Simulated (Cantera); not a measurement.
**Low-pressure radical oxidation in H2/O2**

An isothermal, constant-pressure homogeneous reactor starts with H2 : O2 = 0.019 : 1 (molar parts), equivalence ratio 0.0095, at 1000 K and 0.0263 atm.

Computed with Cantera and the H2/O2 subset of GRI-Mech 3.0, which has no nitrogen chemistry. Radical loss at walls, strong at low pressure, is not modelled.

| t (s) | x H2 | x O2 | x O | x HO2 | x H | x OH | x H2O2 |
|---|---|---|---|---|---|---|---|
| 3.00e-5 | 0.0186 | 0.981 | 2.10e-12 | 1.07e-11 | 8.66e-12 | 1.99e-12 | <1e-12 |
| 8.35e-5 | 0.0186 | 0.981 | 1.32e-11 | 3.00e-11 | 1.89e-11 | 1.14e-11 | <1e-12 |
| 0.000232 | 0.0186 | 0.981 | 7.55e-11 | 8.47e-11 | 4.32e-11 | 5.32e-11 | <1e-12 |
| 0.000646 | 0.0186 | 0.981 | 5.78e-10 | 2.49e-10 | 1.89e-10 | 3.20e-10 | <1e-12 |
| 0.00180 | 0.0186 | 0.981 | 2.32e-8 | 1.50e-9 | 6.49e-9 | 1.19e-8 | <1e-12 |
| 0.00500 | 0.0180 | 0.981 | 0.000336 | 5.82e-6 | 0.000101 | 0.000169 | 9.73e-9 |
| 0.0139 | 0.000203 | 0.976 | 0.00474 | 6.04e-6 | 0.000625 | 0.000525 | 1.07e-7 |
| 0.0387 | 2.75e-5 | 0.980 | 0.00112 | 2.77e-6 | 5.49e-5 | 0.000197 | 6.61e-8 |
| 0.108 | 4.29e-6 | 0.981 | 0.000188 | 1.04e-6 | 3.69e-6 | 7.89e-5 | 4.92e-8 |
| 0.300 | 5.90e-7 | 0.981 | 2.88e-5 | 2.97e-7 | 2.23e-7 | 3.12e-5 | 2.83e-8 |
| 0.834 | 8.41e-8 | 0.981 | 4.87e-6 | 7.25e-8 | 1.57e-8 | 1.30e-5 | 1.22e-8 |
| 2.32 | 1.45e-8 | 0.981 | 1.01e-6 | 1.80e-8 | 1.50e-9 | 5.95e-6 | 4.41e-9 |
| 6.46 | 3.18e-9 | 0.981 | 2.56e-7 | 4.95e-9 | 1.90e-10 | 2.99e-6 | 1.51e-9 |
| 18.0 | 8.51e-10 | 0.981 | 7.41e-8 | 1.54e-9 | 2.95e-11 | 1.61e-6 | 5.18e-10 |
| 50.0 | 2.57e-10 | 0.981 | 2.34e-8 | 5.80e-10 | 5.23e-12 | 9.01e-7 | 1.80e-10 |
x: mole fraction; the columns are a selection and need not sum to one.

Equilibrium at this temperature and pressure: H2 1.02e-11, O2 0.981, O 9.60e-10, HO2 5.19e-10, H <1e-12, OH 1.82e-7, H2O2 8.57e-12 (gas phase only).
